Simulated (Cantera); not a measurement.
Mixture: 5.09 % CH4, 22.6 % O2, 72.3 % N2, equivalence ratio 0.45, at 315 Torr, adiabatic and at constant pressure. Ignition delay is the time to a rise of 400 K.

Model: GRI-Mech 3.0 (53 species, 325 reactions), integrated in Cantera.

**Question.** Predict: delay at 1198 K; delay at 1348 K; delay at 1498 K; delay at 1648 K; delay at 1798 K; apparent activation energy between 1648 and 1798 K.

**Answer.** 
```json
{
  "delay at 1198 K": "54.2 ms",
  "delay at 1348 K": "7.44 ms",
  "delay at 1498 K": "1.69 ms",
  "delay at 1648 K": "0.557 ms",
  "delay at 1798 K": "0.229 ms",
  "apparent activation energy between 1648 and 1798 K": "150 kJ/mol"
}
```
